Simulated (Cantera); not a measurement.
A Cantera script and its output.

```python
import numpy as np
import cantera as ct

gas = ct.Solution("gri30.yaml")
gas.TPX = 1725, 1200, {'CH4': 1, 'H2': 12}
reactor = ct.IdealGasConstPressureReactor(gas, energy="off", clone=False)
net = ct.ReactorNet([reactor])
net.rtol, net.atol = 1e-08, 1e-18
show = ['CH4', 'H2', 'H', 'C2H4', 'C2H6']
times = np.geomspace(4e-05, 100, 10)

steps = ct.SolutionArray(gas, extra=["t"])
rows = []
print(f"{'t/s':>10s}{'T/K':>9s}{'P/Pa':>11s}" + "".join(f"{s:>11s}" for s in show))
for t in times:
    while net.time < t:
        t_next = net.step()
        steps.append(gas.state, t=t_next)
    rows.append([np.interp(t, steps.t, y) for y in (steps.T, steps.P, *steps(*show).X.T)])
    print(f"{t:10.3e}{rows[-1][0]:9.1f}{rows[-1][1]:11.4g}" + "".join(f"{x:11.3e}" for x in rows[-1][2:]))
rate = np.gradient(steps.T, steps.t)
print("integrator steps:", len(steps.t))
if steps.T.max() > steps.T[0] + 200:
    print(f"time of steepest temperature rise: {steps.t[rate.argmax()]:.4e} s")
gas.TPX = 1725, 1200, {'CH4': 1, 'H2': 12}
gas.equilibrate("TP")
print(f"equilibrium (TP): T = {gas.T:.1f} K  " + "  ".join(f"{s} {gas[s].X[0]:.3e}" for s in show))
```

Output:

```
       t/s      T/K       P/Pa        CH4         H2          H       C2H4       C2H6
 4.000e-05   1725.0       1200  7.692e-02  9.231e-01  9.844e-07  3.500e-13  2.482e-13
 2.056e-04   1725.0       1200  7.692e-02  9.231e-01  4.552e-06  1.220e-10  5.018e-11
 1.056e-03   1725.0       1200  7.688e-02  9.231e-01  2.278e-05  2.170e-08  6.129e-09
 5.429e-03   1725.0       1200  7.671e-02  9.230e-01  1.164e-04  2.949e-06  3.374e-07
 2.790e-02   1725.0       1200  7.506e-02  9.230e-01  5.768e-04  1.992e-04  6.478e-06
 1.434e-01   1725.0       1200  5.515e-02  9.330e-01  1.087e-03  3.088e-04  8.818e-06
 7.368e-01   1725.0       1200  1.922e-02  9.524e-01  1.314e-03  5.606e-05  1.339e-06
 3.786e+00   1725.0       1200  3.303e-03  9.609e-01  1.596e-03  1.734e-05  4.996e-08
 1.946e+01   1725.0       1200  5.740e-04  9.623e-01  1.671e-03  1.636e-05  1.720e-09
 1.000e+02   1725.0       1200  2.263e-04  9.625e-01  1.675e-03  1.640e-05  3.820e-10
integrator steps: 1067
equilibrium (TP): T = 1725.0 K  CH4 2.206e-04  H2 9.625e-01  H 1.675e-03  C2H4 1.640e-05  C2H6 3.697e-10
```

Computed with Cantera and GRI-Mech 3.0 (53 species, 325 reactions). GRI-Mech 3.0 stops at C3 and has no aromatics, soot or wall deposition, so with more carbon than oxygen in the feed, carbon stays in small species such as C2H2 where larger ones or solid carbon would form. Radical loss at walls, strong at low pressure, is not modelled.
